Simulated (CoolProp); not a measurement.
Hydrogen sulfide along the isobar 9.3 MPa: Z from the reference equation and from simpler models built on Tc = 373.1 K, pc = 8.999 MPa, ω = 0.101; each cubic takes its own stable root.

Model: reference Helmholtz-energy equation of state, Lemmon 2006, in CoolProp. It is a short technical equation, of lower accuracy than the large ones.

```json
[
 {"T (K)": "292.1", "phase": "liquid", "reference": "0.1615"},
 {"T (K)": "305.9", "phase": "liquid", "reference": "0.1605"},
 {"T (K)": "319.7", "phase": "liquid", "reference": "0.1609"},
 {"T (K)": "333.6", "phase": "liquid", "reference": "0.1632"},
 {"T (K)": "347.4", "phase": "liquid", "reference": "0.1684"},
 {"T (K)": "361.2", "phase": "liquid", "reference": "0.1802"},
 {"T (K)": "375.1", "phase": "supercritical", "reference": "0.3026"},
 {"T (K)": "388.9", "phase": "supercritical", "reference": "0.5662"},
 {"T (K)": "402.7", "phase": "supercritical", "reference": "0.6498"},
 {"T (K)": "416.6", "phase": "supercritical", "reference": "0.7061"},
 {"T (K)": "430.4", "phase": "supercritical", "reference": "0.7480"},
 {"T (K)": "444.2", "phase": "supercritical", "reference": "0.7813"},
 {"T (K)": "458.1", "phase": "supercritical", "reference": "0.8087"},
 {"T (K)": "471.9", "phase": "supercritical", "reference": "0.8315"}
]
```

### Question
How far does each simpler model (Redlich-Kwong, Soave-Redlich-Kwong, Peng-Robinson) lie from the reference over these 14 states: mean and median of the absolute difference, and the worst?

### Answer
- Redlich-Kwong: mean 5.0 %, median 3.6 %, worst +15.1 % at 361.2 K and 9.3 MPa
- Soave-Redlich-Kwong: mean 4.6 %, median 3.4 %, worst +13.8 % at 361.2 K and 9.3 MPa
- Peng-Robinson: mean 3.8 %, median 3.2 %, worst -7.6 % at 292.1 K and 9.3 MPa
